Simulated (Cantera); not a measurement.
Charge: 1 mol FeS, 3.9 mol H2, 6.7 mol H2O, held at 723 K.

Points: P (Pa) = 10, 100, 1000, 10000, 100000, 1e+06.

Cantera's Mixture.equilibrate('TP', solver="vcs", rtol=1e-11, max_steps=5000) on the NASA tables stopped like this:

```
ERROR: FAILURE its = 5000!

*******************************************************************************
CanteraError thrown by MultiPhase::equilibrate:
VCS solver failed. Return code: -1
*******************************************************************************
```

**Question.** What got this run through?

**Answer.** One answer among several that fit: The failure is numerical, not chemical. The same input converged with solver="gibbs", rtol=1e-10, max_steps=50000, and the result passed a check of the equilibrium conditions:
```
log10 of partial pressures in bar; condensed amounts in mol
      P/Pa       H2O        H2    FeS(c)  Fe3O4(s)
        10    -4.200    -4.434    0.9946  0.001805
       100    -3.200    -3.434    0.9946  0.001805
      1000    -2.200    -2.434    0.9946  0.001805
     1e+04    -1.200    -1.434    0.9946  0.001805
     1e+05    -0.200    -0.434    0.9946  0.001805
     1e+06     0.800     0.566    0.9946  0.001805
```

The gas is ideal and each condensed phase is pure. FeS: taken at fixed stoichiometry.
